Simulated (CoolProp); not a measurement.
Vapour-liquid equilibrium of diethyl ether (1) + methanol (2) at 156.35 °C; x and y are mole fractions of (1).

Model: multi-fluid Helmholtz-energy mixture model, Thol 2014 and de Reuck 1993; pair parameters Bell 2016, in CoolProp.

```
x      bubble pressure, mixture model (MPa)  bubble pressure, Raoult's law (MPa)  y, mixture model  y, Raoult's law
-----  ------------------------------------  -----------------------------------  ----------------  ---------------
0.05                                  1.720                                1.637             0.091            0.061
0.125                                 1.849                                1.665             0.199            0.150
0.2                                   1.952                                1.693             0.285            0.235
0.275                                 2.034                                1.721             0.356            0.318
0.35                                  2.096                                1.749             0.419            0.399
0.425                                 2.142                                1.777             0.477            0.476
0.5                                   2.175                                1.805             0.533            0.552
0.575                                 2.193                                1.833             0.589            0.625
0.65                                  2.198                                1.861             0.647            0.696
0.725                                 2.188                                1.889             0.709            0.764
0.8                                   2.162                                1.917             0.776            0.831
0.875                                 2.116                                1.946             0.851            0.896
0.95                                  2.050                                1.974             0.936            0.959
```

The largest gap from Raoult's law is +20.5 % in bubble pressure, at x = 0.425. y crosses x between x = 0.575 and 0.65: the model has an azeotrope there.

The pair parameters rest on a limited set of measurements; away from them the model extrapolates.
